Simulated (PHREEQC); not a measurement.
Ca(OH)2 is added in steps, without added water, to 1 kg of water holding 0.012 mol/kgw HF, 0.0091 mol/kgw NaF and 0.019 mol/kgw HCl, at 82 °C. Oxygen alone is held at its pressure in air (log pO2 = -0.68). CO2 from the air is kept out. The run lets Fluorite, Portlandite, Halite precipitate or redissolve, and no other solid.

Base run: PHREEQC, ion-association model, wateq4f.dat. Each further column changes one thing. The table gives F in solution (mol/kgw).

| Ca(OH)2 added (mol) | base | database phreeqc.dat | Debye-Hückel limiting law | all activity coefficients set to 1 | metal-ligand complexes left out |
|---|---|---|---|---|---|
| 0 | 0.0211 | 0.0211 | 0.0211 | 0.0211 | 0.0211 |
| 0.007875 | 0.00838 | 0.00836 | 0.00846 | 0.00794 | 0.00837 |
| 0.01837 | 0.000171 | 0.000156 | 0.000197 | 0.000108 | 0.000155 |
| 0.02625 | 0.000151 | 0.000125 | 0.000181 | 0.000100 | 0.000131 |
| 0.03675 | 0.000151 | 0.000108 | 0.000181 | 0.000100 | 0.000131 |
| 0.04462 | 0.000151 | 0.000101 | 0.000181 | 0.000100 | 0.000131 |
| 0.05513 | 0.000151 | 9.51e-5 | 0.000181 | 0.000100 | 0.000131 |
| 0.063 | 0.000151 | 9.15e-5 | 0.000181 | 0.000100 | 0.000131 |

At this temperature some constants are extrapolated from 25 °C, and those without enthalpy data are left unchanged. phreeqc.dat and wateq4f.dat share most of their constants, so their agreement is no independent check. Solids allowed in the column 'database phreeqc.dat': Fluorite, Halite.
